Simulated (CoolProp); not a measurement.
Model: reference Helmholtz-energy equation of state, Lemmon 2006, in CoolProp. It is a short technical equation, of lower accuracy than the large ones.

Give the vapour pressure (MPa), liquid density (kg/m³), enthalpy of vaporisation (kJ/kg), liquid cp (kJ/(kg K)) of saturated carbonyl sulfide at -31.95, -12.55, 3.05 °C.


```csv
T (°C),p (MPa),liquid density (kg/m³),enthalpy of vaporisation (kJ/kg),liquid cp (kJ/(kg K))
-31.95,0.220,1130,296,1.21
-12.55,0.439,1090,281,1.24
3.05,0.711,1050,267,1.29
```
